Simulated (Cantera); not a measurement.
**Abatement and gas-phase synthesis: S + SO2 + O2**

A closed system holds: 1 mol S, 0.034 mol SO2, 1.2 mol O2, at 330000 Pa.

Equilibrium computed with Cantera from the NASA thermochemical tables; the gas is ideal and each condensed phase is pure. Candidate condensed phases: S; 17 gas species. Ions and electrons are included (thermal ionisation). Equilibrium is a limit: real reactors are often held back by kinetics, nucleation or transport.

From 2227 °C to 4727 °C nothing is condensed.

```csv
T (°C),log p SO2,log p O,log p SO,log p S,log p O2,log p S2,log p SO3,log p S2O
2227,0.44,-1.97,-1.68,-4.40,-0.27,-6.08,-2.43,-5.71
2477,0.42,-1.48,-1.13,-3.32,-0.26,-4.76,-2.62,-4.73
2727,0.39,-1.07,-0.70,-2.46,-0.24,-3.73,-2.78,-3.99
2977,0.31,-0.71,-0.38,-1.78,-0.21,-2.96,-2.96,-3.46
3227,0.19,-0.40,-0.17,-1.27,-0.19,-2.43,-3.18,-3.13
3477,-0.01,-0.15,-0.06,-0.87,-0.21,-2.08,-3.48,-2.98
3727,-0.30,0.03,-0.05,-0.58,-0.28,-1.87,-3.87,-2.97
3977,-0.66,0.17,-0.11,-0.37,-0.40,-1.79,-4.37,-3.10
4227,-1.10,0.25,-0.25,-0.22,-0.59,-1.80,-4.96,-3.34
4477,-1.58,0.30,-0.44,-0.13,-0.80,-1.89,-5.60,-3.66
4727,-2.08,0.33,-0.66,-0.08,-1.03,-2.03,-6.26,-4.02
```
log p: log10 of the partial pressure in bar; nothing condenses.
